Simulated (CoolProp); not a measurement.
R365MFC at several states: fugacity coefficient from the reference equation and from simpler models built on Tc = 460.0 K, pc = 3.266 MPa, ω = 0.377; each cubic takes its own stable root.

Values from CoolProp's reference Helmholtz-energy equation of state, Lemmon 2016.

```json
[
 {"T (K)": "451.4", "p (MPa)": "0.0336", "phase": "gas", "reference": "0.9960"},
 {"T (K)": "290.4", "p (MPa)": "0.0774", "phase": "liquid", "reference": "0.5192"},
 {"T (K)": "282.4", "p (MPa)": "11.8", "phase": "liquid", "reference": "0.004232"},
 {"T (K)": "439.6", "p (MPa)": "0.938", "phase": "gas", "reference": "0.8816"},
 {"T (K)": "474.6", "p (MPa)": "1.52", "phase": "gas", "reference": "0.8524"}
]
```

Problem. How far does each simpler model (van der Waals, Soave-Redlich-Kwong, Peng-Robinson) lie from the reference over these 5 states: mean and median of the absolute difference, and the worst?

Solution. 
- van der Waals: mean 289.6 %, median 2.7 %, worst +1354.2 % at 282.4 K and 11.8 MPa
- Soave-Redlich-Kwong: mean 1.1 %, median 1.1 %, worst +2.5 % at 282.4 K and 11.8 MPa
- Peng-Robinson: mean 0.7 %, median 0.5 %, worst -1.9 % at 282.4 K and 11.8 MPa

At some of these states van der Waals gives the other phase, because its saturation line lies elsewhere.
